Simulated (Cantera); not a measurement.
Cantera run, input and output.

```python
import numpy as np
import cantera as ct

gas = ct.Solution("h2o2.yaml")
gas.TPX = 1350, 480, {'H2': 0.012, 'O2': 1, 'N2': 0.76}
reactor = ct.IdealGasConstPressureReactor(gas, energy="off", clone=False)
net = ct.ReactorNet([reactor])
net.rtol, net.atol = 1e-08, 1e-18
show = ['H2', 'O2', 'OH', 'H2O', 'HO2', 'O', 'H']
times = np.geomspace(7e-05, 2, 11)

steps = ct.SolutionArray(gas, extra=["t"])
rows = []
print(f"{'t/s':>10s}{'T/K':>9s}{'P/Pa':>11s}" + "".join(f"{s:>11s}" for s in show))
for t in times:
    while net.time < t:
        t_next = net.step()
        steps.append(gas.state, t=t_next)
    rows.append([np.interp(t, steps.t, y) for y in (steps.T, steps.P, *steps(*show).X.T)])
    print(f"{t:10.3e}{rows[-1][0]:9.1f}{rows[-1][1]:11.4g}" + "".join(f"{x:11.3e}" for x in rows[-1][2:]))
rate = np.gradient(steps.T, steps.t)
print("integrator steps:", len(steps.t))
if steps.T.max() > steps.T[0] + 200:
    print(f"time of steepest temperature rise: {steps.t[rate.argmax()]:.4e} s")
gas.TPX = 1350, 480, {'H2': 0.012, 'O2': 1, 'N2': 0.76}
gas.equilibrate("TP")
print(f"equilibrium (TP): T = {gas.T:.1f} K  " + "  ".join(f"{s} {gas[s].X[0]:.3e}" for s in show))
```

Result:

```
       t/s      T/K       P/Pa         H2         O2         OH        H2O        HO2          O          H
 7.000e-05   1350.0        480  6.772e-03  5.643e-01  2.770e-10  6.319e-12  1.098e-09  2.791e-10  8.253e-10
 1.953e-04   1350.0        480  6.772e-03  5.643e-01  1.584e-09  1.079e-10  3.064e-09  1.620e-09  1.552e-09
 5.449e-04   1350.0        480  6.772e-03  5.643e-01  7.072e-09  1.468e-09  8.544e-09  7.523e-09  2.496e-09
 1.520e-03   1350.0        480  6.772e-03  5.643e-01  3.115e-08  1.767e-08  2.381e-08  3.578e-08  5.768e-09
 4.241e-03   1350.0        480  6.771e-03  5.643e-01  2.866e-07  3.261e-07  6.627e-08  3.520e-07  4.084e-08
 1.183e-02   1350.0        480  6.676e-03  5.642e-01  4.876e-05  6.770e-05  1.820e-07  6.105e-05  6.772e-06
 3.301e-02   1350.0        480  5.213e-05  5.579e-01  8.714e-04  6.148e-03  1.317e-07  5.838e-03  2.728e-04
 9.210e-02   1350.0        480  3.156e-05  5.579e-01  7.941e-04  6.220e-03  1.225e-07  5.833e-03  2.473e-04
 2.569e-01   1350.0        480  3.033e-05  5.581e-01  7.786e-04  6.238e-03  1.202e-07  5.592e-03  2.324e-04
 7.169e-01   1350.0        480  2.724e-05  5.586e-01  7.381e-04  6.281e-03  1.140e-07  4.991e-03  1.964e-04
 2.000e+00   1350.0        480  2.066e-05  5.597e-01  6.435e-04  6.374e-03  9.915e-08  3.738e-03  1.280e-04
integrator steps: 630
equilibrium (TP): T = 1350.0 K  H2 2.681e-08  O2 5.628e-01  OH 2.329e-05  H2O 6.783e-03  HO2 8.491e-09  O 4.599e-06  H 5.671e-09
```

Detailed kinetics in Cantera: the H2/O2 subset of GRI-Mech 3.0, which has no nitrogen chemistry. Radical loss at walls, strong at low pressure, is not modelled.
